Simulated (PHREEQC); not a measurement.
Dissolve 0.0017 mol H3PO4 and 0.00059 mol (NH4)2SO4 per kg of water at 22 °C. Closed to the air; pH follows from the charge balance.

Model: ion-association model, wateq4f.dat, run in PHREEQC.

```
Item                        Value
----------------  ---------------
pH                           2.88
ionic strength    0.00310 mol/kgw
total alkalinity     -1.70 meq/kg
```

```tsv
species	molality	activity	log γ
H2PO4-	0.00145	0.00136	-0.026
H+	0.00139	0.00132	-0.024
NH4+	0.00117	0.00111	-0.026
SO4-2	0.000530	0.000418	-0.104
H3PO4	0.000255	0.000255	0.000
HSO4-	5.33e-5	5.01e-5	-0.026
NH4SO4-	6.31e-6	5.95e-6	-0.026
HPO4-2	8.01e-8	6.32e-8	-0.104
```

Precipitation was switched off in this run. H3PO4, which wateq4f.dat lacks, is added to it with the constant of phreeqc.dat.
